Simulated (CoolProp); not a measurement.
Model: reference Helmholtz-energy equation of state, Thol 2015, in CoolProp.

Problem. For octamethylcyclotetrasiloxane (D4), give the phase and the density (kg/m³), Joule-Thomson coefficient (K/MPa), isothermal compressibility (1/MPa) at 461.4 K and 20.1 bar.

Solution. 
- 461.4 K and 20.1 bar: liquid; density 758, Joule-Thomson coefficient -0.116, isothermal compressibility 0.00713
